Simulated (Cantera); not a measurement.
What does this Cantera script print?

```python
import numpy as np
import cantera as ct

gas_names = [...]  # 92 gases of nasa_gas.yaml made of C, H, N
cond_names = """
    C(gr) C6H6(L) C7H8(L) C8H18(L),n-octa
""".split()


# ... load() reads the species with a 1 bar reference pressure and builds the phases ...
atoms = {
    'C': {'C': 1},
    'NH3': {'N': 1, 'H': 3},
    'N2': {'N': 2},
}
top_T = {'C(gr)': 4500}  # K; cautious upper limits of use, not melting points


# ... equilibrate(T, P, feed) seeds the gas with the atoms and calls Mixture.equilibrate('TP', solver="vcs", rtol=1e-11, max_steps=5000) ...
results = []
feed = {'C': 1, 'NH3': 0.28, 'N2': 2}  # mol
T = 2548  # K
P = 1333.22  # Pa
mix = equilibrate(T, P, feed)
results.append((T, P, feed, dict(zip(mix.species_names, mix.species_moles))))
print(gas.report(threshold=1e-05))
for i in range(1, mix.n_phases):
    print(f"{mix.phase(i).name:16s} {mix.phase_moles(i):12.5e} mol")
```

Result:

```
       temperature   2548 K
          pressure   1333.2 Pa
           density   0.0014524 kg/m^3
  mean mol. weight   23.079 kg/kmol
   phase of matter   gas

                          1 kg             1 kmol
                     ---------------   ---------------
          enthalpy        4.2223e+06        9.7446e+07  J
   internal energy        3.3044e+06         7.626e+07  J
           entropy             12533        2.8924e+05  J/K
    Gibbs function       -2.7711e+07       -6.3953e+08  J
 heat capacity c_p            1558.5             35969  J/K
 heat capacity c_v            1198.3             27654  J/K

                      mass frac. Y      mole frac. X     chem. pot. / RT
                     ---------------   ---------------   ---------------
                 C        1.2411e-05        2.3848e-05           -3.3073
                CN         0.0013196         0.0011705           -19.478
               C2H        9.6418e-05        8.8901e-05           -20.062
    C2H2,acetylene         0.0014963         0.0013263           -33.508
              C2N2        0.00018268        8.1022e-05           -38.957
                C3        0.00012107        7.7544e-05            -9.922
                 H         0.0037097          0.084935           -13.447
               HCN          0.026234          0.022403           -32.925
               HNC         0.0032429         0.0027693           -32.925
                H2         0.0087825           0.10054           -26.894
                N2           0.95477           0.78656           -32.342
     [  +81 minor]        3.0612e-05        2.2233e-05

C(gr)             9.20687e-01 mol
```

Equilibrium computed with Cantera from the NASA thermochemical tables; the gas is ideal and each condensed phase is pure.
